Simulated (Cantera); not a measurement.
A perfectly stirred reactor is fed with 0.332 % CH3OH, 4.75 % O2, 94.9 % N2, equivalence ratio 0.10, at 0.701 atm; it is held at 1350 K, and followed from long to short residence time.

Computed with Cantera and GRI-Mech 3.0 (53 species, 325 reactions). GRI-Mech 3.0 was tuned for natural gas; its chemistry of methanol as a main component is partial and can be far from experiment.

One state of this run: x CH3OH = 0.000101; x O2 = 0.0435; x HCO = 8.80e-8; x CO2 = 0.00121; x OH = 3.87e-5. x: mole fraction; the columns are a selection and need not sum to one.

**Question.** Which value of τ (s) does it belong to?
A. 0.16
B. 0.016
C. 0.072
D. 0.0074

**Answer.** D, 0.0074
